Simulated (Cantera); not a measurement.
Feed: 1 mol SiH4, 0.68 mol C3H8, 990 mol H2, held at 6.40 mbar.

These are equilibrium values from Cantera (NASA tables, ideal gas, pure condensed phases), not measurements of a reactor. Candidate condensed phases: C, C6H6, C7H8, C8H18, Si, SiC; 87 gas species. Equilibrium is a limit: real reactors are often held back by kinetics, nucleation or transport.

Problem. What share of the Si ends up in condensed phases as a function of T (K), at 1675, 1725, 1775, 1825, 1875, 1925, 1975, 2025, 2075, 2125, 2175?

Solution. 
```csv
T (K),Si condensed (%),as
1675,99.9,SiC(s)
1725,99.7,SiC(s)
1775,99.1,SiC(s)
1825,97.8,SiC(s)
1875,94.5,SiC(s)
1925,87.0,SiC(s)
1975,70.6,SiC(s)
2025,33.0,SiC(s)
2075,0.0,-
2125,0.0,-
2175,0.0,-
```
